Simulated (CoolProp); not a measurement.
Saturated liquid density (kg/m³) of CH2F2 (R32): the reference equation beside estimates from Tc = 351.3 K, pc = 5783 kPa, ω = 0.277. Rackett uses Z = 0.29056 − 0.08775 ω.

Values from CoolProp's reference Helmholtz-energy equation of state, Tillner-Roth 1997.

```
T (K)  reference  Rackett  van der Waals  Redlich-Kwong  Soave-Redlich-Kwong  Peng-Robinson
-----  ---------  -------  -------------  -------------  -------------------  -------------
253.4       1120    969.3          576.8          832.5                871.4          987.2
255.4       1114    964.1          573.7          827.0                866.1          981.4
257.5       1107    958.5          570.4          821.2                860.5          975.2
259.5       1101    953.2          567.3          815.6                855.1          969.2
261.6       1094    947.6          564.0          809.6                849.3          962.8
263.6       1087    942.1          560.8          803.9                843.7          956.6
265.7       1080    936.3          557.3          797.7                837.7          950.0
267.7       1074    930.8          554.0          791.8                831.9          943.5
269.8       1067    924.9          550.5          785.5                825.7          936.6
271.8       1060    919.2          547.1          779.4                819.7          929.9
273.9       1053    913.1          543.5          772.9                813.3          922.7
275.9       1046    907.3          540.0          766.6                807.0          915.7
278         1038    901.1          536.3          759.9                800.4          908.2
280         1031    895.1          532.7          753.5                793.9          900.9
282.1       1024    888.8          528.9          746.6                786.9          893.1
```

Absolute difference from the reference over all 15 rows, mean and median: Rackett 13.3 and 13.3 %, van der Waals 48.4 and 48.4 %, Redlich-Kwong 26.3 and 26.3 %, Soave-Redlich-Kwong 22.6 and 22.5 %, Peng-Robinson 12.2 and 12.2 %.
